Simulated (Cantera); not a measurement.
Equilibrium for hydrogen reduction and annealing atmospheres: Nb2O5 + H2 + H2O

Feed: 1 mol Nb2O5, 27 mol H2, 0.15 mol H2O, at 1000 Pa.

Cantera equilibrium calculation (NASA polynomials, part measured and part estimated; ideal gas, pure solids and liquids). Candidate condensed phases: H2O, Nb, NbO, NbO2, Nb2O5; 12 gas species. Mutual solubility and eutectic melting of coexisting phases are not modelled. Condensed phases not in the tables: the oxides between NbO2 and Nb2O5. Equilibrium is a limit: real reactors are often held back by kinetics, nucleation or transport.

```
T (°C)   x H2       x H    x H2O    x NbO2      x OH     x NbO       x O      x O2  n Nb2O5(s)  n NbO2(s)  n NbO2(l)
------  -----  --------  -------  --------  --------  --------  --------  --------  ----------  ---------  ---------
550     0.994  7.31e-11  0.00552    <1e-12    <1e-12    <1e-12    <1e-12    <1e-12        1.00          0          0
750     0.994   4.13e-8  0.00640    <1e-12    <1e-12    <1e-12    <1e-12    <1e-12       0.976     0.0477          0
950     0.976   2.97e-6   0.0241    <1e-12  6.60e-10    <1e-12    <1e-12    <1e-12       0.497       1.01          0
1150    0.958   6.50e-5   0.0424  5.36e-10   6.24e-8    <1e-12  3.81e-12    <1e-12           0       2.00          0
1350    0.957  0.000676   0.0423   1.85e-7   1.25e-6  2.47e-10  7.29e-10  1.47e-11           0       2.00          0
1550    0.953   0.00423   0.0423   1.69e-5   1.30e-5   7.41e-8   4.45e-8  8.70e-10           0       2.00          0
1750    0.939    0.0184   0.0419  0.000614   8.54e-5   6.88e-6   1.22e-6   2.33e-8           0       1.98          0
1950    0.888    0.0604   0.0405    0.0102  0.000397  0.000242   1.87e-5   3.59e-7           0          0       1.71
```
x: gas mole fraction; n: condensed amount in mol.

At 550 °C the condensed part is Nb2O5(s). From 750 °C to 950 °C the condensed part is NbO2(s) + Nb2O5(s). From 1150 °C to 1750 °C the condensed part is NbO2(s). At 1950 °C the condensed part is NbO2(l).
